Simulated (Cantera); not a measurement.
An adiabatic, constant-pressure homogeneous reactor starts with H₂ : O₂ : N₂ : H₂O = 1 : 0.357 : 2.43 : 0.35 (molar parts), at 1175 K and 10.0 bar.

Model: the H2/O2 subset of GRI-Mech 3.0, which has no nitrogen chemistry, integrated in Cantera. The hydrogen kinetics of GRI-Mech 3.0 are dated; newer H2 mechanisms differ, most at raised pressure.

Q: Predict: time of steepest temperature rise; temperature at 0.300 s; equilibrium temperature; x(H₂) at 0.300 s; x(O₂) at 0.300 s; x(H₂O) at 0.300 s; x(H₂O₂) at 0.300 s; x(O) at 0.300 s.

A: 
```
Property                                                            Result
---------------------------------  ---------------------------------------
time of steepest temperature rise                                 0.354 ms
temperature at 0.300 s                                              2362 K
equilibrium temperature                                             2362 K
x(H₂) at 0.300 s                     0.0754 (gas-phase equilibrium 0.0754)
x(O₂) at 0.300 s                   1.20e-5 (gas-phase equilibrium 1.20e-5)
x(H₂O) at 0.300 s                      0.280 (gas-phase equilibrium 0.280)
x(H₂O₂) at 0.300 s                 1.58e-8 (gas-phase equilibrium 1.58e-8)
x(O) at 0.300 s                    7.76e-6 (gas-phase equilibrium 7.76e-6)
```
